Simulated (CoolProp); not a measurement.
A simple Rankine cycle with ethanol: condensing at 299.15 K, boiler at 3.08 MPa, turbine inlet 514.8 K, turbine efficiency 0.8, pump efficiency 0.8, no recuperator. Each further row changes one setting.

Values from CoolProp's reference Helmholtz-energy equation of state, Schroeder 2014.

```json
[
 {"case": "as stated", "thermal efficiency (%)": "24.4", "net work (kJ/kg)": "298", "heat in (kJ/kg)": "1220", "turbine exit temperature (K)": "302.2", "volume ratio over the turbine": "260"},
 {"case": "turbine inlet 534.8 K", "thermal efficiency (%)": "___", "net work (kJ/kg)": "317", "heat in (kJ/kg)": "1280", "turbine exit temperature (K)": "327.3", "volume ratio over the turbine": "261"},
 {"case": "condensing temperature 291.15 K", "thermal efficiency (%)": "25.5", "net work (kJ/kg)": "316", "heat in (kJ/kg)": "1240", "turbine exit temperature (K)": "291.1", "volume ratio over the turbine": "___"},
 {"case": "boiler pressure 2.16 MPa", "thermal efficiency (%)": "23.6", "net work (kJ/kg)": "295", "heat in (kJ/kg)": "1250", "turbine exit temperature (K)": "323.2", "volume ratio over the turbine": "182"},
 {"case": "turbine efficiency 0.7", "thermal efficiency (%)": "21.3", "net work (kJ/kg)": "260", "heat in (kJ/kg)": "1220", "turbine exit temperature (K)": "327.6", "volume ratio over the turbine": "___"}
]
```

Task: Complete the blanks.

Result: 
- turbine inlet 534.8 K, thermal efficiency (%): 24.8
- condensing temperature 291.15 K, volume ratio over the turbine: 401
- turbine efficiency 0.7, volume ratio over the turbine: 282

The expansion ends wet for: condensing temperature 291.15 K.
